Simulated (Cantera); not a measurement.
A freely propagating, adiabatic, planar premixed flame of H2 : O2 : N2 = 1 : 0.333 : 1.33 (molar parts), equivalence ratio 1.5, unburnt at 550 K and 0.230 bar; mixture-averaged transport, grid criteria slope 0.08 and curve 0.16, no radiation.

Cantera simulation using the H2/O2 subset of GRI-Mech 3.0, which has no nitrogen chemistry; the numbers are that mechanism's predictions, not measurements. Burning velocities carry a grid error of a few per cent, more on coarse grids.

How do the results move with these cheaper or finer settings: unity-Lewis-number transport; multicomponent transport; multicomponent+Soret transport; grid criteria slope 0.5, curve 1; grid criteria slope 0.25, curve 0.5; grid criteria slope 0.03, curve 0.06?


| setting | laminar burning velocity | thermal thickness | peak x(H2O2) | peak x(HO2) | grid points |
|---|---|---|---|---|---|
| as above | 616 cm/s | 3.00 mm | 2.82e-6 | 8.92e-5 | 139 |
| unity-Lewis-number transport | 378 cm/s | 2.39 mm | 1.55e-6 | 7.64e-5 | 127 |
| multicomponent transport | 602 cm/s | 2.99 mm | 2.84e-6 | 8.92e-5 | 139 |
| multicomponent+Soret transport | 579 cm/s | 2.95 mm | 2.93e-6 | 8.95e-5 | 139 |
| grid criteria slope 0.5, curve 1 | 868 cm/s | 4.77 mm | 1.89e-6 | 8.37e-5 | 47 |
| grid criteria slope 0.25, curve 0.5 | 647 cm/s | 3.42 mm | 2.58e-6 | 8.63e-5 | 72 |
| grid criteria slope 0.03, curve 0.06 | 607 cm/s | 2.91 mm | 2.87e-6 | 8.97e-5 | 314 |
The base run took roughly 1.4 core-seconds.
Unity Lewis numbers drop preferential diffusion, which matters most where H2 and H carry the flame; Soret adds thermal diffusion.
